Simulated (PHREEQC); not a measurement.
0.027 g of hydrous ferric oxide (600 m²/g; 0.2 weak and 0.005 strong sites per Fe, Dzombak-Morel constants, diffuse double layer) in 1 kg of water with 0.1 mol/kgw of an inert sodium salt and 8.6e-06 mol CuCl2 and 3.6e-07 mol NiCl2, at 25 °C; the pH is set by adding NaOH or the inert anion's acid. Oxygen alone is held at its pressure in air (log pO2 = -0.68). No CO2 enters from the air. Nothing may precipitate in this run.

All values are PHREEQC results (ion-association model, wateq4f.dat), not measurements.

| pH | Cu sorbed (%) | Ni sorbed (%) | surface charge σ (C/m²) | surface potential ψ (mV) |
|---|---|---|---|---|
| 4 | 0.2 | 0.0 | 0.321 | 147 |
| 4.38 | 1.2 | 0.0 | 0.285 | 141 |
| 4.75 | 4.8 | 0.0 | 0.244 | 133 |
| 5.12 | 13.4 | 0.0 | 0.202 | 123 |
| 5.5 | 29.1 | 0.1 | 0.163 | 112 |
| 5.88 | 55.2 | 0.2 | 0.130 | 101 |
| 6.25 | 80.5 | 0.5 | 0.103 | 90 |
| 6.62 | 93.3 | 1.8 | 0.080 | 77 |
| 7 | 97.3 | 7.0 | 0.058 | 63 |
| 7.38 | 98.1 | 24.6 | 0.039 | 47 |
| 7.75 | 98.0 | 58.3 | 0.024 | 31 |
| 8.12 | 97.6 | 86.0 | 0.010 | 14 |
| 8.5 | 97.1 | 96.6 | -0.003 | -4 |
| 8.88 | 96.5 | 99.2 | -0.017 | -23 |
| 9.25 | 95.7 | 99.8 | -0.032 | -40 |
| 9.62 | 94.5 | 99.9 | -0.050 | -57 |
| 10 | 92.6 | 99.9 | -0.072 | -73 |

Species that the database lacks are ignored. The database's constant for dissolved Cu(OH)2 is higher than later reviews accept.
